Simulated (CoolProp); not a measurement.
R22 at several states: fugacity coefficient from the reference equation and from simpler models built on Tc = 369.3 K, pc = 49.90 bar, ω = 0.221; each cubic takes its own stable root.

Model: reference Helmholtz-energy equation of state, Kamei 1995, in CoolProp.

```json
[
 {"T (K)": "402.1", "p (bar)": "17.3", "phase": "gas", "reference": "0.9126"},
 {"T (K)": "204.7", "p (bar)": "120", "phase": "liquid", "reference": "0.002792"},
 {"T (K)": "333.3", "p (bar)": "9.68", "phase": "gas", "reference": "0.9063"},
 {"T (K)": "260.6", "p (bar)": "0.211", "phase": "gas", "reference": "0.9952"},
 {"T (K)": "124.7", "p (bar)": "0.524", "phase": "liquid", "reference": "5.058e-5"},
 {"T (K)": "182.4", "p (bar)": "6.72", "phase": "liquid", "reference": "0.006876"}
]
```

Task: How far does each simpler model (van der Waals, Redlich-Kwong, Soave-Redlich-Kwong, Peng-Robinson) lie from the reference over these 6 states: mean and median of the absolute difference, and the worst?

Result: 
- van der Waals: mean 35348.3 %, median 678.6 %, worst +208085.1 % at 124.7 K and 0.524 bar
- Redlich-Kwong: mean 56.9 %, median 48.3 %, worst +134.1 % at 124.7 K and 0.524 bar
- Soave-Redlich-Kwong: mean 1.9 %, median 1.0 %, worst +6.2 % at 124.7 K and 0.524 bar
- Peng-Robinson: mean 8.8 %, median 1.5 %, worst +43.3 % at 124.7 K and 0.524 bar
